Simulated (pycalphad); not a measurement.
Source of the numbers: pycalphad with the COST 507 light-alloy database (1999); pressure 1 atm. The data set is of 1999 and partly superseded. Diffusion is slow at the low end, where real alloys seldom reach equilibrium.

Molar enthalpy of Ti-1.92Hf-4.44B (at.%) in equilibrium (SER reference):

```csv
T (K),H (kJ/mol),phases
2850,106.69,LIQUID
2700,99.85,LIQUID
2550,93.02,LIQUID
2400,86.18,LIQUID
2250,79.34,LIQUID
2100,72.51,LIQUID
1950,65.68,LIQUID
1875,62.27,LIQUID
1800,42.76,BCC_A2 + BM
1725,40.13,BCC_A2 + BM
1650,37.57,BCC_A2 + BM
1500,32.66,BCC_A2 + BM
1350,27.97,BCC_A2 + BM
1200,23.45,BCC_A2 + BM
1050,14.89,HCP_A3 + BM
900,10.05,HCP_A3 + BM
750,5.41,HCP_A3 + BM
600,0.99,HCP_A3 + BM
```

Cooling from 1875 K to 1800 K, across the freezing range, releases 19.5 kJ/mol, or 400 J/g. The slope is 45 J/(mol K) in the liquid and 35 J/(mol K) just below the solidus, where it includes any heat of precipitation. Liquidus 1851 K, solidus 1814 K. Changes were sought between steps of 75 K, so a narrower field can be missed.

Database names, with the compositions (at.%) that they take in these runs: BM: Ti 50 B 50. BCC_A2 is bcc; HCP_A3 is hcp.
